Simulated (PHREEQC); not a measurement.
A solution holds 1 mol/kgw K2CO3, 0.21 mol/kgw KCl and 0.0019 mol/kgw H4SiO4, at 25 °C. Closed to the air; pH follows from the charge balance.

Computed with PHREEQC (Pitzer model, pitzer.dat).

No solid was allowed to form.

**Question.** Order these Si species by the share of Si that they hold, largest first: H4SiO4, H3SiO4-, H2SiO4-2.

**Answer.** H3SiO4- (60 %), H2SiO4-2 (40 %), H4SiO4 (0.24 %)

The pH is 11.80 and the ionic strength 3.20 mol/kgw. In brines, pH and single-ion activities rest on the MacInnes convention.
